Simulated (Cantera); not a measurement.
Feed: 1 mol C2F6, 0.11 mol H2, 0.21 mol F2, at 1698 K and 5.78 Torr.

These are equilibrium values from Cantera (NASA tables, ideal gas, pure condensed phases), not measurements of a reactor. Candidate condensed phases: C, C6H6, C7H8, C8H18; 95 gas species. The feed counts by its element totals alone. Gases not in the tables: C2F6 and larger saturated fluorocarbons. Rates play no part.

Base state: CF4 0.868, HF 0.124, CF2 0.00614, F 0.00141, CF3 0.000791 (mole fractions); condensed: C(graphite).

What changes in the equilibrium state with this change: temperature from 1698 K to 1148 K?


```json
[
 {"species": "CF4", "before": "0.868", "after": "0.876"},
 {"species": "HF", "before": "0.124", "after": "0.124"},
 {"species": "CF2", "before": "0.00614", "after": "4.59e-7"},
 {"species": "F", "before": "0.00141", "after": "3.08e-8"},
 {"species": "CF3", "before": "0.000791", "after": "3.57e-7"},
 {"species": "C(graphite), mol", "before": "0.445", "after": "0.450"}
]
```
